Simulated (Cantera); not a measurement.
A freely propagating, adiabatic, planar premixed flame of H2 : O2 : N2 = 1 : 0.179 : 0.857 (molar parts), equivalence ratio 2.8, unburnt at 425 K and 0.513 atm; mixture-averaged transport, grid criteria slope 0.08 and curve 0.16, no radiation.

Model: the H2/O2 subset of GRI-Mech 3.0, which has no nitrogen chemistry, integrated in Cantera. Burning velocities carry a grid error of a few per cent, more on coarse grids.

Task: What does this change do: N2 0.857 to 0.68 parts?

Result: 
```tsv
quantity	before	after
laminar burning velocity	345 cm/s	414 cm/s
thermal thickness	1.02 mm	0.992 mm
peak x(O)	0.00132	0.00169
peak x(H)	0.0598	0.0731
peak x(HO2)	0.000196	0.000216
```
